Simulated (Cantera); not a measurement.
## HCl + O2 (abatement and gas-phase synthesis)

Feed: 1 mol HCl, 0.24 mol O2, held at 1 atm.

Cantera equilibrium calculation (NASA polynomials, part measured and part estimated; ideal gas, pure solids and liquids). Candidate condensed phases: H2O; 14 gas species. Kinetics and transport are ignored.

| T (K) | x HCl | x Cl | x O2 | x H2O | x OH | x O | x H2 | x H |
|---|---|---|---|---|---|---|---|---|
| 2450 | 0.542 | 0.209 | 0.124 | 0.103 | 0.0109 | 0.00394 | 0.00135 | 0.000733 |
| 2500 | 0.529 | 0.220 | 0.120 | 0.106 | 0.0129 | 0.00498 | 0.00181 | 0.00106 |
| 2550 | 0.516 | 0.230 | 0.116 | 0.108 | 0.0151 | 0.00623 | 0.00239 | 0.00151 |
| 2600 | 0.503 | 0.240 | 0.112 | 0.111 | 0.0175 | 0.00772 | 0.00312 | 0.00213 |
| 2650 | 0.489 | 0.250 | 0.107 | 0.113 | 0.0201 | 0.00948 | 0.00403 | 0.00296 |
| 2700 | 0.476 | 0.260 | 0.103 | 0.114 | 0.0230 | 0.0115 | 0.00515 | 0.00405 |
| 2750 | 0.462 | 0.270 | 0.0988 | 0.115 | 0.0260 | 0.0139 | 0.00650 | 0.00548 |
| 2800 | 0.448 | 0.279 | 0.0944 | 0.115 | 0.0292 | 0.0166 | 0.00811 | 0.00732 |
x: gas mole fraction; nothing condenses.

From 2450 K to 2800 K nothing is condensed.
